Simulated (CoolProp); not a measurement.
Saturated liquid density (kg/m³) of fluoroethane (R161): the reference equation beside estimates from Tc = 375.2 K, pc = 5010 kPa, ω = 0.216. Rackett uses Z = 0.29056 − 0.08775 ω.

The numbers come from the reference Helmholtz-energy equation of state, Wu 2012 in CoolProp.

```
T (K)  reference  Rackett  van der Waals  Redlich-Kwong  Soave-Redlich-Kwong  Peng-Robinson
-----  ---------  -------  -------------  -------------  -------------------  -------------
181.3      890.3    836.3          510.7          758.9                769.9          865.8
191        877.8    823.3          503.4          747.0                759.3          854.6
200.7      865.1    809.9          495.9          734.5                748.2          842.8
210.4      852.3    796.3          488.1          721.4                736.5          830.3
220.1      839.3    782.3          480.0          707.7                724.1          817.0
229.8      825.9    768.0          471.6          693.3                710.9          802.8
239.5      812.1    753.2          462.9          678.1                696.9          787.7
249.2      797.8    738.0          453.8          662.2                682.1          771.6
258.9      782.7    722.2          444.3          645.4                666.3          754.3
268.6      766.8    705.9          434.3          627.7                649.4          735.7
278.3      749.9    688.8          423.8          608.9                631.3          715.7
288        731.7    671.0          412.7          589.0                611.9          694.1
297.7      712.0    652.1          400.9          567.7                590.9          670.5
```

Absolute difference from the reference over all 13 rows, mean and median: Rackett 7.3 and 7.3 %, van der Waals 43.1 and 43.0 %, Redlich-Kwong 16.9 and 16.5 %, Soave-Redlich-Kwong 14.6 and 14.2 %, Peng-Robinson 3.5 and 3.0 %.
